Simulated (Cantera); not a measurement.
A closed system holds: 1 mol Si, 0.0018 mol H₂O, 68 mol N₂, equilibrated at 1548.15 K.

Cantera equilibrium calculation (NASA polynomials, part measured and part estimated; ideal gas, pure solids and liquids). Candidate condensed phases: H₂O, Si, SiO₂, Si₂N₂O, Si₃N₄; 35 gas species. Mutual solubility and eutectic melting of coexisting phases are not modelled. The tables' values for SiN are old estimates; treat these amounts as uncertain. The numbers say what is thermodynamically allowed, not how fast it happens.

x: gas mole fraction; n: condensed amount in mol.

```
P (Pa)    x N₂        x Si         x H       x SiO     x H₂      x Si₂N  n Si(s)  n Si₃N₄(s)  n Si₂N₂O(s)
-------  -----  ----------  ----------  ----------  -------  ----------  -------  ----------  -----------
0.100    0.985      0.0144     4.74e-5     2.61e-5  2.36e-6     1.08e-5        0           0            0
0.600    0.995     0.00531     3.61e-5     2.63e-5  8.22e-6     2.17e-5    0.629           0            0
3.60     0.999    0.000886     2.06e-5     2.64e-5  1.61e-5     8.88e-6    0.936           0            0
22       1.000     9.60e-5     9.72e-6     2.67e-5  2.19e-5     1.58e-6        0       0.330            0
130      1.000     4.97e-6     4.24e-6     2.67e-5  2.46e-5     6.07e-8        0       0.333            0
770      1.000  (withheld)  (withheld)     2.67e-5  2.58e-5  (withheld)        0       0.333            0
4600     1.000     1.30e-8     7.38e-7     8.01e-6  2.64e-5    8.79e-11        0       0.332      0.00126
28000    1.000  (withheld)  (withheld)  (withheld)  2.66e-5  (withheld)        0       0.332      0.00175
170000   1.000    3.18e-11     1.22e-7     6.51e-8  2.67e-5      <1e-12        0       0.332      0.00180
1000000  1.000    1.66e-12     5.04e-8     6.13e-9  2.67e-5      <1e-12        0       0.332      0.00180
```

**Question.** What belongs in the gaps?

**Answer.** 
- 28000, x Si: 6.42e-10
- 28000, x H: 3.01e-7
- 28000, x SiO: 7.21e-7
- 28000, x Si₂N: 3.21e-12
- 770, x Si: 2.56e-7
- 770, x H: 1.79e-6
- 770, x Si₂N: 2.33e-9
